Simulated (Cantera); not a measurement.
## Ti(OiPr)₄ + NH₃ + H₂ (titanium nitride, carbide and oxide coatings)

Feed: 1 mol Ti(OiPr)₄, a varied amount of NH₃, 78 mol H₂, held at 1750 °C and 16.0 Pa.

Equilibrium computed with Cantera from the NASA thermochemical tables; the gas is ideal and each condensed phase is pure. Candidate condensed phases: C, C₆H₆, C₇H₈, C₈H₁₈, H₂O, Ti, TiC, TiN, TiO, TiO₂, Ti₂O₃, Ti₃O₅, Ti₄O₇; 139 gas species. The feed counts by its element totals alone. TiC: taken at fixed stoichiometry. Rates play no part.

From 0.39 mol NH₃ to 36 mol NH₃ the condensed part is C(graphite) + TiC(s). The main Ti-bearing gas is Ti throughout.

| n(NH₃) (mol) | log p H₂ | log p H | log p N₂ | log p CO | log p HCN | log p C₂H₂ (acetylene) | log p HNC | n C(graphite) | n TiC(s) |
|---|---|---|---|---|---|---|---|---|---|
| 0.39 | -3.88 | -4.66 | -6.60 | -5.21 | -7.03 | -6.93 | -8.26 | 6.78 | 0.999 |
| 0.61 | -3.88 | -4.66 | -6.39 | -5.21 | -6.93 | -6.93 | -8.16 | 6.77 | 0.999 |
| 0.96 | -3.88 | -4.66 | -6.19 | -5.22 | -6.83 | -6.93 | -8.05 | 6.74 | 0.999 |
| 1.5 | -3.88 | -4.66 | -5.99 | -5.22 | -6.73 | -6.93 | -7.95 | 6.71 | 0.999 |
| 2.4 | -3.88 | -4.66 | -5.78 | -5.23 | -6.63 | -6.93 | -7.85 | 6.67 | 0.999 |
| 3.7 | -3.89 | -4.66 | -5.60 | -5.24 | -6.54 | -6.94 | -7.76 | 6.62 | 0.999 |
| 5.8 | -3.89 | -4.67 | -5.42 | -5.26 | -6.45 | -6.94 | -7.67 | 6.56 | 0.999 |
| 9.2 | -3.90 | -4.67 | -5.24 | -5.28 | -6.36 | -6.94 | -7.59 | 6.47 | 0.999 |
| 14 | -3.90 | -4.67 | -5.09 | -5.32 | -6.29 | -6.95 | -7.52 | 6.36 | 0.999 |
| 23 | -3.91 | -4.68 | -4.93 | -5.38 | -6.21 | -6.96 | -7.44 | 6.17 | 0.999 |
| 36 | -3.92 | -4.68 | -4.81 | -5.45 | -6.16 | -6.97 | -7.38 | 5.93 | 0.999 |
log p: log10 of the partial pressure in bar; n: condensed amount in mol.
